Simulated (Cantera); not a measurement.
A closed system holds: 1 mol MgSO₄, 0.0097 mol C, 0.017 mol CO₂, equilibrated at 41.0 mbar.

Method: chemical equilibrium by Gibbs-energy minimisation in Cantera with the NASA 1993 tables (ideal gas, pure condensed phases). Candidate condensed phases: C, Mg, MgCO₃, MgO, MgS, MgSO₄, S; 26 gas species. Rates play no part. All values below are at 1223 K.

Base state: SO₂ 0.649, O₂ 0.318, CO₂ 0.0177, SO₃ 0.0159 (mole fractions); condensed: MgO(s).

Problem. What changes in the equilibrium state with this change: CO₂ from 0.017 to 1.7 mol?

Solution. 
| species | before | after |
|---|---|---|
| CO₂ | 0.0177 | 0.536 |
| SO₂ | 0.649 | 0.308 |
| O₂ | 0.318 | 0.151 |
| SO₃ | 0.0159 | 0.00519 |
| MgO(s), mol | 1.00 | 1.00 |

Problem. What changes in the equilibrium state with this change: pressure from 41.0 mbar to 0.100 bar?

Solution. 
```tsv
species	before	after
SO₂	0.649	0.606
O₂	0.318	0.263
CO₂	0.0177	0.109
SO₃	0.0159	0.0211
MgO(s), mol	1.00	0.153
MgSO₄(s), mol	0	0.847
```
Mutual solubility and eutectic melting of coexisting phases are not modelled.
